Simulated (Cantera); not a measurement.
Charge: 1 mol SiC, 0.0057 mol C, 0.043 mol N2, equilibrated at 0.210 bar.

Equilibrium computed with Cantera from the NASA thermochemical tables; the gas is ideal and each condensed phase is pure. Candidate condensed phases: C, Si, SiC, Si3N4; 32 gas species. Ions and electrons are included (thermal ionisation). The tables' values for SiN are old estimates; treat these amounts as uncertain. Equilibrium is a limit: real reactors are often held back by kinetics, nucleation or transport.

Task: At 3250 K, list the 4 most abundant gas species with their mole fractions, and the condensed phases.

Result: SiC2 0.449, Si 0.416, Si2C 0.0617, N2 0.0398. Condensed: gas only.
